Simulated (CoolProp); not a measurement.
Saturated liquid density (kg/m³) of p-xylene: the reference equation beside estimates from Tc = 343.0 °C, pc = 3.532 MPa, ω = 0.324.

Model: reference Helmholtz-energy equation of state, Zhou 2012, in CoolProp.

```csv
T (°C),reference,van der Waals,Soave-Redlich-Kwong
89.35,799.6,454.7,696.5
113.25,777.3,442.6,677.9
137.25,754.1,429.7,657.3
161.15,729.8,415.9,634.6
185.05,703.9,401.1,609.2
209.05,676.0,384.9,580.7
232.95,645.6,367.2,548.3
256.85,611.5,347.2,510.9
280.85,571.6,324.0,466.4
```

Absolute difference from the reference over all 9 rows, mean and median: van der Waals 43.1 and 43.1 %, Soave-Redlich-Kwong 14.3 and 13.5 %.
